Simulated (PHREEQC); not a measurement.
Make-up at 30 °C: 0.018 mol CdCl2 and 0.0021 mol NaCl per kg of water. Closed to the air; pH follows from the charge balance.

Computed with PHREEQC (ion-association model, wateq4f.dat).

Precipitation was switched off in this run.

Question: Estimate the pH.

Answer: pH 5.71.

Question: In which forms is Cl present?

Answer: Cl- 70 %, CdCl+ 25 %, CdCl2 4.0 % of the Cl.
